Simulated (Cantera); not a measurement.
Cantera run:

```python
import numpy as np
import cantera as ct

gas_names = [...]  # 118 gases of nasa_gas.yaml made of C, Cl, F, H
cond_names = """
    C(gr) C6H6(L) C7H8(L) C8H18(L),n-octa
""".split()


# ... load() reads the species with a 1 bar reference pressure and builds the phases ...
atoms = {
    'CH2F2': {'C': 1, 'H': 2, 'F': 2},
    'HCl': {'H': 1, 'CL': 1},
}
top_T = {'C(gr)': 4500}  # K; cautious upper limits of use, not melting points


# ... equilibrate(T, P, feed) seeds the gas with the atoms and calls Mixture.equilibrate('TP', solver="vcs", rtol=1e-11, max_steps=5000) ...
results = []
feed = {'CH2F2': 1, 'HCl': 0.68}  # mol
P = 133.322  # Pa
for T in [1473, 1548, 1623, 1698, 1773, 1848, 1923, 1998, 2073, 2148, 2223, 2298, 2373]:
    mix = equilibrate(T, P, feed)
    results.append((T, P, feed, dict(zip(mix.species_names, mix.species_moles))))
    x = sorted(zip(gas.X, gas.species_names), reverse=True)
    print(f"T = {T:g} K  P = {P:g} Pa  gas = {mix.phase_moles(0):.4g} mol")
    print("   x: " + "  ".join(f"{s} {v:.3e}" for v, s in x if v > 1e-06))
    print("   condensed (mol): " + ("  ".join(f"{mix.phase(i).name} {mix.phase_moles(i):.4g}"
          for i in range(1, mix.n_phases) if mix.phase_moles(i) > 1e-12) or "none"))
```

Result:

```
T = 1473 K  P = 133.322 Pa  gas = 2.683 mol
   x: HF 7.455e-01  HCL 2.513e-01  CL 2.154e-03  H2 1.074e-03  H 1.135e-05  CL2 2.623e-06
   condensed (mol): C(gr) 1
T = 1548 K  P = 133.322 Pa  gas = 2.685 mol
   x: HF 7.448e-01  HCL 2.494e-01  CL 3.845e-03  H2 1.908e-03  H 3.683e-05  CL2 3.087e-06
   condensed (mol): C(gr) 1
T = 1623 K  P = 133.322 Pa  gas = 2.689 mol
   x: HF 7.438e-01  HCL 2.464e-01  CL 6.496e-03  H2 3.199e-03  H 1.071e-04  CL2 3.560e-06  F 1.553e-06
   condensed (mol): C(gr) 1
T = 1698 K  P = 133.322 Pa  gas = 2.694 mol
   x: HF 7.423e-01  HCL 2.419e-01  CL 1.045e-02  H2 5.088e-03  H 2.825e-04  CL2 4.026e-06  F 3.998e-06
   condensed (mol): C(gr) 1
T = 1773 K  P = 133.322 Pa  gas = 2.703 mol
   x: HF 7.400e-01  HCL 2.355e-01  CL 1.607e-02  H2 7.702e-03  H 6.837e-04  F 9.550e-06  CL2 4.464e-06  C2H2,acetylene 1.078e-06
   condensed (mol): C(gr) 1
T = 1848 K  P = 133.322 Pa  gas = 2.714 mol
   x: HF 7.368e-01  HCL 2.268e-01  CL 2.374e-02  H2 1.112e-02  H 1.531e-03  F 2.139e-05  CL2 4.848e-06  C2H2,acetylene 2.863e-06
   condensed (mol): C(gr) 1
T = 1923 K  P = 133.322 Pa  gas = 2.731 mol
   x: HF 7.324e-01  HCL 2.153e-01  CL 3.377e-02  H2 1.531e-02  H 3.192e-03  F 4.536e-05  C2H2,acetylene 6.910e-06  CL2 5.150e-06
   condensed (mol): C(gr) 1
T = 1998 K  P = 133.322 Pa  gas = 2.752 mol
   x: HF 7.265e-01  HCL 2.007e-01  CL 4.634e-02  H2 2.009e-02  H 6.228e-03  F 9.183e-05  C2H2,acetylene 1.523e-05  CL2 5.340e-06
   condensed (mol): C(gr) 0.9999
T = 2073 K  P = 133.322 Pa  gas = 2.782 mol
   x: HF 7.188e-01  HCL 1.830e-01  CL 6.144e-02  H2 2.508e-02  H 1.141e-02  F 1.789e-04  C2H2,acetylene 3.074e-05  CL2 5.394e-06  CF 1.175e-06  C2HCL 1.114e-06
   condensed (mol): C(gr) 0.9998
T = 2148 K  P = 133.322 Pa  gas = 2.819 mol
   x: HF 7.091e-01  HCL 1.624e-01  CL 7.877e-02  H2 2.967e-02  H 1.966e-02  F 3.381e-04  C2H2,acetylene 5.682e-05  CL2 5.291e-06  CF 3.091e-06  C2HCL 1.833e-06  C2H 1.124e-06
   condensed (mol): C(gr) 0.9996
T = 2223 K  P = 133.322 Pa  gas = 2.867 mol
   x: HF 6.970e-01  HCL 1.395e-01  CL 9.767e-02  H2 3.310e-02  H 3.192e-02  F 6.244e-04  C2H2,acetylene 9.605e-05  CF 7.761e-06  CL2 5.025e-06  C2H 3.418e-06  C3 2.873e-06  C2HCL 2.800e-06  C 1.717e-06
   condensed (mol): C(gr) 0.9994
T = 2298 K  P = 133.322 Pa  gas = 2.924 mol
   x: HF 6.827e-01  CL 1.172e-01  HCL 1.154e-01  H 4.880e-02  H2 3.461e-02  F 1.135e-03  C2H2,acetylene 1.481e-04  CF 1.878e-05  C3 1.209e-05  C2H 9.382e-06  C 6.074e-06  CL2 4.606e-06  C2HCL 3.961e-06  C2 1.073e-06
   condensed (mol): C(gr) 0.9989
T = 2373 K  P = 133.322 Pa  gas = 2.992 mol
   x: HF 6.664e-01  CL 1.360e-01  HCL 9.129e-02  H 7.023e-02  H2 3.371e-02  F 2.048e-03  C2H2,acetylene 2.074e-04  C3 4.632e-05  CF 4.424e-05  C2H 2.334e-05  C 1.982e-05  C2HCL 5.182e-06  C2 4.169e-06  CL2 4.066e-06  CF2 1.619e-06
   condensed (mol): C(gr) 0.9979
```

These are equilibrium values from Cantera (NASA tables, ideal gas, pure condensed phases), not measurements of a reactor.
